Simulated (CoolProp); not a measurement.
Computed with CoolProp (reference Helmholtz-energy equation of state, Rui 2013).

Give the vapour pressure (MPa), liquid density (kg/m³), vapour density (kg/m³), enthalpy of vaporisation (kJ/kg) of saturated R236EA at 290.4 K.


```csv
T (K),p (MPa),liquid density (kg/m³),vapour density (kg/m³),enthalpy of vaporisation (kJ/kg)
290.4,0.156,1450,10.4,160
```
